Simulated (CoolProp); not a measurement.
R507A at 283.47 K and 0.422 MPa is throttled through a valve to 0.229 MPa with no heat exchange. Each further row changes one setting.

Values from CoolProp's reference Helmholtz-energy equation of state, Lemmon 2003. It is a pseudo-pure fit of the blend.

```json
[
 {"case": "as stated", "temperature change (K)": "…", "final density (kg/m³)": "…"},
 {"case": "outlet pressure 0.0687 MPa", "temperature change (K)": "…", "final density (kg/m³)": "…"},
 {"case": "outlet pressure 0.298 MPa", "temperature change (K)": "…", "final density (kg/m³)": "…"}
]
```

Q: Fill in the missing entries.

A: 
- as stated, temperature change (K): -4.1
- as stated, final density (kg/m³): 10.2
- outlet pressure 0.0687 MPa, temperature change (K): -7.6
- outlet pressure 0.0687 MPa, final density (kg/m³): 3.01
- outlet pressure 0.298 MPa, temperature change (K): -2.6
- outlet pressure 0.298 MPa, final density (kg/m³): 13.5
